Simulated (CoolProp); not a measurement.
Vapour-liquid equilibrium of R143a (1) + isobutene (2) at 0.465 MPa; x and y are mole fractions of (1).

Computed with CoolProp (multi-fluid Helmholtz-energy mixture model, Lemmon and Jacobsen 2000 and Lemmon 2005; pair parameters Bell 2016).

| x | bubble temperature, mixture model (°C) | bubble temperature, Raoult's law (°C) | y, mixture model | y, Raoult's law |
|---|---|---|---|---|
| 0.05 | 29.6 | 34.7 | 0.258 | 0.173 |
| 0.15 | 16.7 | 26.3 | 0.528 | 0.421 |
| 0.25 | 9.3 | 19.5 | 0.653 | 0.586 |
| 0.35 | 4.8 | 13.8 | 0.724 | 0.701 |
| 0.45 | 1.6 | 8.9 | 0.773 | 0.785 |
| 0.55 | -0.9 | 4.8 | 0.812 | 0.848 |
| 0.65 | -2.9 | 1.1 | 0.848 | 0.896 |
| 0.75 | -4.8 | -2.1 | 0.885 | 0.934 |
| 0.85 | -6.5 | -5.1 | 0.926 | 0.965 |
| 0.95 | -8.1 | -7.7 | 0.973 | 0.989 |

The largest gap from Raoult's law is -10.2 K in bubble temperature, at x = 0.25. No azeotrope shows between x = 0.05 and 0.95.

Pair parameters are fitted to limited data, so mixtures are less certain than the pure fluids.
